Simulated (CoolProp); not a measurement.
The numbers come from the reference Helmholtz-energy equation of state, Lemmon 2006 in CoolProp. It is a short technical equation, of lower accuracy than the large ones.

**Question.** Give the vapour pressure (kPa), liquid density (kg/m³), enthalpy of vaporisation (kJ/kg), surface tension (mN/m) of saturated C3F8 (R218) at 288.7 K.

**Answer.** 
```csv
T (K),p (kPa),liquid density (kg/m³),enthalpy of vaporisation (kJ/kg),surface tension (mN/m)
288.7,667,1380,81.7,4.70
```

Surface tension comes from a separate correlation (Mulero 2012).
